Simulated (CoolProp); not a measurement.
Propylene along the isotherm 254.7 K: Z from the reference equation and from simpler models built on Tc = 364.2 K, pc = 4.555 MPa, ω = 0.146; each cubic takes its own stable root.

Computed with CoolProp (reference Helmholtz-energy equation of state, Lemmon 2013).

| p (MPa) | phase | reference | van der Waals | Redlich-Kwong | Soave-Redlich-Kwong | Peng-Robinson |
|---|---|---|---|---|---|---|
| 0.144 | gas | 0.9656 | 0.9779 | 0.9701 | 0.9687 | 0.9671 |
| 0.211 | gas | 0.9487 | 0.9673 | 0.9557 | 0.9535 | 0.9512 |
| 0.31 | gas | 0.9224 | 0.9512 | 0.9336 | 0.9303 | 0.9269 |
| 0.455 | liquid | 0.01579 | 0.9267 | 0.01724 | 0.01691 | 0.01494 |
| 0.669 | liquid | 0.02321 | 0.8878 | 0.02532 | 0.02484 | 0.02194 |
| 0.981 | liquid | 0.03400 | 0.05388 | 0.03707 | 0.03638 | 0.03214 |
| 1.44 | liquid | 0.04984 | 0.07873 | 0.05429 | 0.05329 | 0.04709 |
| 2.11 | liquid | 0.07290 | 0.1146 | 0.07928 | 0.07786 | 0.06882 |
| 3.1 | liquid | 0.1068 | 0.1670 | 0.1159 | 0.1139 | 0.1008 |
| 4.55 | liquid | 0.1562 | 0.2424 | 0.1690 | 0.1662 | 0.1471 |
| 6.69 | liquid | 0.2284 | 0.3513 | 0.2462 | 0.2425 | 0.2148 |
| 9.81 | liquid | 0.3325 | 0.5061 | 0.3568 | 0.3518 | 0.3121 |
| 14.4 | liquid | 0.4833 | 0.7277 | 0.5157 | 0.5094 | 0.4527 |
| 21.1 | liquid | 0.6991 | 1.041 | 0.7416 | 0.7339 | 0.6533 |
| 31 | liquid | 1.010 | 1.491 | 1.065 | 1.056 | 0.9424 |
| 45.5 | liquid | 1.452 | 2.131 | 1.525 | 1.515 | 1.354 |

At some of these states van der Waals gives the other phase, because its saturation line lies elsewhere.
